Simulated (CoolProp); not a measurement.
Vapour-liquid equilibrium of R125 (1) + R115 (2) at 0.0225 MPa; x and y are mole fractions of (1).

Values from CoolProp's multi-fluid Helmholtz-energy mixture model, Lemmon 2005 and Lemmon 2016; pair parameters Bell 2016.

```csv
x,bubble temperature (°C),y at the bubble point,dew temperature at overall composition x (°C),liquid density (mol/L)
0.05,-69.9,0.146,-68.7,10.77
0.2,-73.0,[?],-70.6,11.12
0.35,[?],0.517,-72.5,11.48
0.5,-75.3,[?],-74.4,11.86
0.65,-75.7,0.680,-75.6,[?]
0.8,-75.6,0.774,-75.6,12.72
0.95,-75.0,0.923,-74.8,13.21
```

**Question.** Complete the blanks.

**Answer.** 
- 0.2, y at the bubble point: 0.391
- 0.35, bubble temperature (°C): -74.6
- 0.5, y at the bubble point: 0.603
- 0.65, liquid density (mol/L): 12.27

y crosses x between x = 0.65 and 0.8: the model has an azeotrope there.

The pair parameters rest on a limited set of measurements; away from them the model extrapolates.
